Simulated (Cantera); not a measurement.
An adiabatic, constant-pressure homogeneous reactor starts with CH₄ : C₂H₆ : C₃H₈ : O₂ : N₂ : H₂O = 1 : 0.13 : 0.39 : 2.7 : 33.1 : 12 (molar parts), equivalence ratio 1.6, at 1475 K and 2250 Torr.

Computed with Cantera and GRI-Mech 3.0 (53 species, 325 reactions). GRI-Mech 3.0 was tuned for natural gas; its chemistry of propane as a main component is partial and can be far from experiment.

x: mole fraction; the columns are a selection and need not sum to one.

```tsv
t (s)	T (K)	x CH₄	x C₂H₆	x C₃H₈	x CO	x C₂H₄
4.00e-6	1474	0.0203	0.00261	0.00775	3.78e-7	0.000161
1.55e-5	1472	0.0202	0.00263	0.00711	1.56e-5	0.000912
5.99e-5	1471	0.0199	0.00284	0.00478	0.000309	0.00379
0.000232	1569	0.0120	0.000686	2.95e-5	0.0137	0.00600
0.000896	1920	0.000116	5.39e-9	<1e-12	0.0212	3.08e-7
0.00346	1921	[?]	[?]	<1e-12	0.0200	[?]
0.0134	1921	1.14e-5	2.50e-11	<1e-12	0.0202	4.18e-9
0.0518	1921	8.27e-11	<1e-12	<1e-12	0.0202	<1e-12
0.200	1921	4.91e-12	<1e-12	<1e-12	0.0202	<1e-12
0.776	1921	4.91e-12	<1e-12	<1e-12	0.0202	<1e-12
3.00	1921	4.91e-12	<1e-12	<1e-12	0.0202	<1e-12
```

Question: Some entries are withheld; supply them.

Answer: 
- 0.00346, x CH₄: 9.83e-5
- 0.00346, x C₂H₆: 1.91e-9
- 0.00346, x C₂H₄: 1.22e-7
